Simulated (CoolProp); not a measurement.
Ethanol at 255.66 K and 0.692 MPa is throttled through a valve to 0.119 MPa with no heat exchange. Each further row changes one setting.

Model: reference Helmholtz-energy equation of state, Schroeder 2014, in CoolProp.

```
case                        temperature change (K)
--------------------------  ----------------------
as stated                                     +0.2
outlet pressure 0.0357 MPa                    +0.3
outlet pressure 0.155 MPa                     +0.2
```
